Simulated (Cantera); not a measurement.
A perfectly stirred reactor is fed with 16.4 % CH3OH, 17.6 % O2, 66.0 % N2, equivalence ratio 1.4, at 5.00 bar; it is adiabatic with a 425 K inlet, and is followed from long to short residence time, starting on the burning branch (τ in s: 0.076, 0.039, 0.02, 0.01, 0.0053, 0.0027, 0.0014, 0.00073, 0.00037, 0.00019, 9.9e-05).

Detailed kinetics in Cantera: GRI-Mech 3.0 (53 species, 325 reactions). GRI-Mech 3.0 was tuned for natural gas; its chemistry of methanol as a main component is partial and can be far from experiment.

### Question
Predict: blow-out, bracketed by the residence times tried; x(CH3OH) at τ = 76.0 ms; x(O2) at τ = 76.0 ms; x(HCN) at τ = 76.0 ms; x(N2O) at τ = 76.0 ms; x(CH2O) at τ = 76.0 ms; x(CH3OH) at τ = 2.70 ms; x(O2) at τ = 2.70 ms; x(HCN) at τ = 2.70 ms; x(N2O) at τ = 2.70 ms; x(CH2O) at τ = 2.70 ms.

### Answer
```json
{
 "blow_out_bracketed_by_the_residence_times_tried": "burning at 99.0 µs, the shortest tried",
 "x(CH3OH) at τ = 76.0 ms": "1.19e-6",
 "x(O2) at τ = 76.0 ms": "4.44e-5",
 "x(HCN) at τ = 76.0 ms": "2.94e-7",
 "x(N2O) at τ = 76.0 ms": "5.53e-9",
 "x(CH2O) at τ = 76.0 ms": "1.22e-6",
 "x(CH3OH) at τ = 2.70 ms": "9.36e-6",
 "x(O2) at τ = 2.70 ms": "0.000389",
 "x(HCN) at τ = 2.70 ms": "1.02e-6",
 "x(N2O) at τ = 2.70 ms": "1.90e-8",
 "x(CH2O) at τ = 2.70 ms": "8.81e-6"
}
```
